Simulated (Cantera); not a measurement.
Input: 1 mol PbO, 0.01 mol O2, 9.9 mol N2, equilibrated at 18.0 mbar.

Equilibrium computed with Cantera from the NASA thermochemical tables; the gas is ideal and each condensed phase is pure. Candidate condensed phases: Pb, PbO, PbO2, Pb3O4; 12 gas species. Kinetics and transport are ignored.

Question: Which condensed phases are stable at each of these points (T (K)): 673, 723, 773, 823, 873, 923, 973, 1023, 1073, 1123?

Answer: 
| T (K) | condensed phases | Pb condensed (%) |
|---|---|---|
| 673 | PbO(red) | 100.0 |
| 723 | PbO(red) | 100.0 |
| 773 | PbO(yellow) | 100.0 |
| 823 | PbO(yellow) | 100.0 |
| 873 | PbO(yellow) | 100.0 |
| 923 | PbO(yellow) | 100.0 |
| 973 | PbO(yellow) | 100.0 |
| 1023 | PbO(yellow) | 100.0 |
| 1073 | PbO(yellow) | 99.8 |
| 1123 | PbO(yellow) | 99.3 |

From 673 K to 723 K the condensed part is PbO(red). From 773 K to 1123 K the condensed part is PbO(yellow).
